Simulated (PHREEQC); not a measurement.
Make-up at 20 °C: 0.058 mol Cu(NO3)2 and 0.16 mol H2SO4 per kg of water. Closed to the air; pH follows from the charge balance.

Model: ion-association model, phreeqc.dat, run in PHREEQC.

### Question
The ionic strength comes out as 0.360 mol/kgw. What activity coefficients do H+, SO4-2, HSO4-, NO3-, Cu+2 get?

### Answer
H+ 0.78, SO4-2 0.24, HSO4- 0.73, NO3- 0.64, Cu+2 0.28.

No solid was allowed to form.
